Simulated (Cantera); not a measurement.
**Adiabatic ignition**

An adiabatic, constant-volume homogeneous reactor starts with 1.27 % CH4, 0.0823 % C2H6, 0.190 % C3H8, 10.5 % O2, 88.0 % N2, equivalence ratio 0.36, at 1675 K and 10.0 bar.

Computed with Cantera and GRI-Mech 3.0 (53 species, 325 reactions). GRI-Mech 3.0 was tuned for natural gas; its chemistry of propane as a main component is partial and can be far from experiment.

```csv
t (s),T (K),P (bar),x CH4,x C2H6,x C3H8,x H2,x HO2,x O,x H2O2
2.00e-6,1673,9.99,0.0124,0.000762,0.00154,0.000130,4.52e-5,9.38e-6,5.70e-7
6.32e-6,1693,10.1,0.0105,0.000668,0.000553,0.00125,0.000134,3.71e-5,2.91e-6
2.00e-5,2103,12.7,<1e-12,<1e-12,<1e-12,0.000482,1.69e-5,0.00220,3.78e-7
6.32e-5,2194,13.1,<1e-12,<1e-12,<1e-12,6.89e-5,3.32e-6,0.000303,1.27e-7
0.000200,2199,13.2,<1e-12,<1e-12,<1e-12,4.24e-5,2.79e-6,0.000193,1.10e-7
0.000632,2199,13.2,<1e-12,<1e-12,<1e-12,4.23e-5,2.79e-6,0.000192,1.10e-7
0.00200,2199,13.2,<1e-12,<1e-12,<1e-12,4.22e-5,2.78e-6,0.000192,1.10e-7
0.00632,2198,13.2,<1e-12,<1e-12,<1e-12,4.20e-5,2.76e-6,0.000190,1.09e-7
0.0200,2194,13.1,<1e-12,<1e-12,<1e-12,4.13e-5,2.71e-6,0.000185,1.08e-7
0.0632,2187,13.1,<1e-12,<1e-12,<1e-12,3.99e-5,2.61e-6,0.000175,1.04e-7
0.200,2180,13.0,<1e-12,<1e-12,<1e-12,3.86e-5,2.51e-6,0.000166,1.01e-7
```
x: mole fraction; the columns are a selection and need not sum to one.

The time of steepest temperature rise is 11.9 µs, the temperature at 0.200 s is 2180 K and the equilibrium temperature is 2178 K. The x(CH4) at 0.200 s comes out as <1e-12 (gas-phase equilibrium <1e-12) and the x(C2H6) at 0.200 s is <1e-12 (gas-phase equilibrium <1e-12). The x(C3H8) at 0.200 s comes out as <1e-12 (gas-phase equilibrium <1e-12).
